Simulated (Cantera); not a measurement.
A Cantera script and what it prints.

```python
import numpy as np
import cantera as ct

gas_names = [...]  # 114 gases of nasa_gas.yaml made of C, Fe, H, O
cond_names = """
    C(gr) C6H6(L) C7H8(L) C8H18(L),n-octa Fe(a) Fe(c) Fe(d) Fe(L) FeC5O5(L) FeO(s) FeO(L) Fe(OH)2(s)
    Fe(OH)3(s) Fe2O3(s) Fe3O4(s) H2O(s) H2O(L)
""".split()


# ... load() reads the species with a 1 bar reference pressure and builds the phases ...
atoms = {
    'Fe2O3': {'Fe': 2, 'O': 3},
    'C': {'C': 1},
    'H2': {'H': 2},
}
top_T = {'C(gr)': 4500, 'Fe2O3(s)': 1830, 'Fe3O4(s)': 1870}  # K; cautious upper limits of use, not melting points


# ... equilibrate(T, P, feed) seeds the gas with the atoms and calls Mixture.equilibrate('TP', solver="vcs", rtol=1e-11, max_steps=5000) ...
results = []
feed = {'Fe2O3': 1, 'C': 1.6, 'H2': 1.8}  # mol
P = 133.322  # Pa
for T in [1948, 2023, 2098, 2173, 2248, 2323, 2398, 2473]:
    mix = equilibrate(T, P, feed)
    results.append((T, P, feed, dict(zip(mix.species_names, mix.species_moles))))

top = {s: max(r[3][s] / sum(r[3][g] for g in gas_names) for r in results) for s in gas_names}
cols = sorted((s for s in top if top[s] > 1e-06), key=lambda s: -top[s])[:8]
seen = [c for c in cond_names if any(r[3].get(c, 0) > 1e-12 for r in results)]
print("log10 of partial pressures in bar; condensed amounts in mol")
print(f"{'T/K':>10s}" + "".join(f"{s[:9]:>10s}" for s in cols + seen))
for T, P, feed, n in results:
    ng = sum(n[g] for g in gas_names)
    print(f"{T:10.4g}" + "".join(f"{np.log10(max(n[s] / ng * P / 1e5, 1e-99)):10.3f}" for s in cols)
          + "".join(f"{n.get(c, 0):10.4g}" for c in seen))
```

It prints:

```
log10 of partial pressures in bar; condensed amounts in mol
       T/K        CO        Fe        H2         H       H2O       CO2         O        OH     Fe(L)    FeO(L)
      1948    -3.322    -3.699    -3.402    -4.648    -3.734    -4.296    -7.399    -6.023    0.7099    0.6776
      2023    -3.412    -3.414    -3.523    -4.483    -3.764    -4.321    -6.804    -5.706         0    0.5653
      2098    -3.488    -3.347    -3.696    -4.360    -3.656    -4.141    -6.056    -5.245         0    0.1395
      2173    -3.515    -3.337    -3.768    -4.201    -3.652    -4.113    -5.544    -4.957         0         0
      2248    -3.517    -3.347    -3.792    -4.030    -3.688    -4.148    -5.149    -4.750         0         0
      2323    -3.521    -3.361    -3.820    -3.873    -3.748    -4.203    -4.801    -4.580         0         0
      2398    -3.526    -3.379    -3.855    -3.730    -3.846    -4.288    -4.506    -4.457         0         0
      2473    -3.535    -3.401    -3.904    -3.604    -3.990    -4.408    -4.266    -4.387         0         0
```

Cantera equilibrium calculation (NASA polynomials, part measured and part estimated; ideal gas, pure solids and liquids). Each liquid is taken as pure. Mutual solubility and eutectic melting of coexisting phases are not modelled. The tables' stoichiometric FeO is somewhat more stable than real wüstite, so its field is too wide. FeO: taken at fixed stoichiometry.
